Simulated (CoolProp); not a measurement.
Saturated liquid density (kg/m³) of n-octane: the reference equation beside estimates from Tc = 295.6 °C, pc = 2484 kPa, ω = 0.398.

The numbers come from the reference Helmholtz-energy equation of state, Beckmüller 2019 in CoolProp.

```json
[
 {"T (°C)": "143.15", "reference": "594.1", "van der Waals": "332.6", "Peng-Robinson": "579.9"},
 {"T (°C)": "146.25", "reference": "591.0", "van der Waals": "330.8", "Peng-Robinson": "576.6"},
 {"T (°C)": "149.25", "reference": "587.9", "van der Waals": "329.1", "Peng-Robinson": "573.4"},
 {"T (°C)": "152.25", "reference": "584.9", "van der Waals": "327.4", "Peng-Robinson": "570.0"},
 {"T (°C)": "155.25", "reference": "581.8", "van der Waals": "325.7", "Peng-Robinson": "566.7"},
 {"T (°C)": "158.25", "reference": "578.6", "van der Waals": "323.9", "Peng-Robinson": "563.3"},
 {"T (°C)": "161.25", "reference": "575.5", "van der Waals": "322.1", "Peng-Robinson": "559.8"},
 {"T (°C)": "164.25", "reference": "572.3", "van der Waals": "320.3", "Peng-Robinson": "556.2"},
 {"T (°C)": "167.35", "reference": "568.9", "van der Waals": "318.4", "Peng-Robinson": "552.5"},
 {"T (°C)": "170.35", "reference": "565.6", "van der Waals": "316.6", "Peng-Robinson": "548.8"},
 {"T (°C)": "173.35", "reference": "562.3", "van der Waals": "314.7", "Peng-Robinson": "545.0"},
 {"T (°C)": "176.35", "reference": "559.0", "van der Waals": "312.8", "Peng-Robinson": "541.1"},
 {"T (°C)": "179.35", "reference": "555.6", "van der Waals": "310.8", "Peng-Robinson": "537.2"},
 {"T (°C)": "182.35", "reference": "552.1", "van der Waals": "308.9", "Peng-Robinson": "533.2"},
 {"T (°C)": "185.35", "reference": "548.6", "van der Waals": "306.9", "Peng-Robinson": "529.1"}
]
```

Absolute difference from the reference over all 15 rows, mean and median: van der Waals 44.0 and 44.0 %, Peng-Robinson 2.9 and 2.8 %.
